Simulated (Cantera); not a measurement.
A Cantera script and what it prints.

```python
import numpy as np
import cantera as ct

gas_names = """
    H HNO HNO2 HNO3 HO2 H2 H2O H2O2 N NH NH2 NH3 NH2OH NO NO2 NO3 N2 N2H2 N2H4 N2O O OH O2 O3 Zr ZrN ZrO
    ZrO2
""".split()
cond_names = """
    H2O(s) H2O(L) Zr(a) Zr(b) Zr(L) ZrN(s) ZrN(L) ZrO2(a) ZrO2(b) ZrO2(L)
""".split()


# ... load() reads the species with a 1 bar reference pressure and builds the phases ...
atoms = {
    'Zr': {'Zr': 1},
    'N2O': {'N': 2, 'O': 1},
    'H2': {'H': 2},
}
top_T = {}  # K; cautious upper limits of use, not melting points


# ... equilibrate(T, P, feed) seeds the gas with the atoms and calls Mixture.equilibrate('TP', solver="vcs", rtol=1e-11, max_steps=5000) ...
results = []
T = 2475  # K
P = 101325  # Pa
for m in [6.8, 9.1, 12, 16, 22, 29, 39, 52, 69, 93, 120, 170, 220]:
    feed = {'Zr': 1, 'N2O': 8, 'H2': m}  # mol
    mix = equilibrate(T, P, feed)
    results.append((T, P, feed, dict(zip(mix.species_names, mix.species_moles))))

top = {s: max(r[3][s] / sum(r[3][g] for g in gas_names) for r in results) for s in gas_names}
cols = sorted((s for s in top if top[s] > 1e-05), key=lambda s: -top[s])[:6]
seen = [c for c in cond_names if any(r[3].get(c, 0) > 1e-12 for r in results)]
print("log10 of partial pressures in bar; condensed amounts in mol")
print(f"{'n(H2)':>10s}" + "".join(f"{s[:9]:>10s}" for s in cols + seen))
for T, P, feed, n in results:
    ng = sum(n[g] for g in gas_names)
    print(f"{feed['H2']:10.4g}" + "".join(f"{np.log10(max(n[s] / ng * P / 1e5, 1e-99)):10.3f}" for s in cols)
          + "".join(f"{n.get(c, 0):10.4g}" for c in seen))
```

Result:

```
log10 of partial pressures in bar; condensed amounts in mol
     n(H2)        H2        N2       H2O         H        OH        NO   ZrO2(b)
       6.8    -1.225    -0.266    -0.403    -2.261    -2.134    -2.856         1
       9.1    -0.744    -0.327    -0.458    -2.020    -2.430    -3.423         1
        12    -0.527    -0.396    -0.524    -1.911    -2.605    -3.741         1
        16    -0.384    -0.475    -0.603    -1.840    -2.755    -4.002         1
        22    -0.277    -0.572    -0.700    -1.786    -2.905    -4.255         1
        29    -0.211    -0.663    -0.791    -1.753    -3.030    -4.458         1
        39    -0.158    -0.768    -0.895    -1.727    -3.160    -4.667         1
        52    -0.119    -0.874    -1.001    -1.708    -3.285    -4.864         1
        69    -0.091    -0.982    -1.109    -1.693    -3.408    -5.055         1
        93    -0.069    -1.100    -1.227    -1.682    -3.537    -5.254         1
       120    -0.054    -1.203    -1.330    -1.675    -3.647    -5.423         1
       170    -0.040    -1.346    -1.473    -1.668    -3.798    -5.653    0.9999
       220    -0.032    -1.454    -1.581    -1.664    -3.909    -5.822    0.9999
```

Equilibrium computed with Cantera from the NASA thermochemical tables; the gas is ideal and each condensed phase is pure.
